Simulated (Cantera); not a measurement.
Input: 1 mol Si3N4, 0.0055 mol C, 0.029 mol H2, held at 2550 °C and 23.0 Pa.

Cantera equilibrium calculation (NASA polynomials, part measured and part estimated; ideal gas, pure solids and liquids). Candidate condensed phases: C, C6H6, C7H8, C8H18, Si, SiC, Si3N4; 105 gas species. The tables' values for SiN are old estimates; treat these amounts as uncertain. The numbers say what is thermodynamically allowed, not how fast it happens.

What is the equilibrium state?


```
Property                                   Result
--------------------------------------  ---------
x(Si)                                       0.592
x(N2)                                       0.395
x(H)                                       0.0114
x(CN)                                    0.000531
x(C)                                     0.000427
x(SiN)                                   0.000370
x(N)                                     0.000172
x(Si2)                                    8.12e-5
x(SiC2)                                   4.66e-5
gas amount                              5.060 mol
log10 activity of C(graphite) (absent)      -1.94
log10 activity of Si(l) (absent)            -2.47
```
